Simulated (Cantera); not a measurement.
## Equilibrium for carbon deposition, reforming and gasification: C₂H₄ + CO₂

A closed system holds: 1 mol C₂H₄, 0.99 mol CO₂, at 0.00280 bar.

Equilibrium computed with Cantera from the NASA thermochemical tables; the gas is ideal and each condensed phase is pure. Candidate condensed phases: C, C₆H₆, C₇H₈, C₈H₁₈, H₂O; 131 gas species. Ions and electrons are included (thermal ionisation). Equilibrium is a limit: real reactors are often held back by kinetics, nucleation or transport.

```csv
T (K),log p H,log p CO,log p H₂,log p C,log p O,log p C₃,log p C₂,n C(graphite)
2000,-4.22,-2.86,-2.87,-10.52,-13.51,-10.56,-11.63,1.01
2250,-3.59,-2.88,-2.92,-8.44,-12.43,-8.19,-9.24,0.998
2500,-3.14,-2.92,-3.07,-6.78,-11.60,-6.30,-7.34,0.975
2750,-2.88,-2.98,-3.42,-5.42,-10.94,-4.77,-5.79,0.842
3000,-2.79,-3.04,-3.99,-4.43,-10.26,-3.92,-4.78,0
3250,-2.78,-3.07,-4.57,-3.89,-9.35,-4.10,-4.52,0
3500,-2.79,-3.09,-5.11,-3.55,-8.45,-4.60,-4.53,0
3750,-2.79,-3.10,-5.59,-3.43,-7.49,-5.57,-4.89,0
4000,-2.79,-3.10,-5.99,-3.40,-6.56,-6.66,-5.38,0
4250,-2.80,-3.10,-6.35,-3.39,-5.72,-7.67,-5.83,0
4500,-2.80,-3.11,-6.67,-3.39,-4.99,-8.56,-6.23,0
4750,-2.80,-3.13,-6.97,-3.36,-4.36,-9.30,-6.55,0
5000,-2.82,-3.20,-7.25,-3.29,-3.89,-9.84,-6.76,0
```
log p: log10 of the partial pressure in bar; n: condensed amount in mol.

From 2000 K to 2750 K the condensed part is C(graphite). From 3000 K to 5000 K nothing is condensed. The main C-bearing gas is CO throughout.
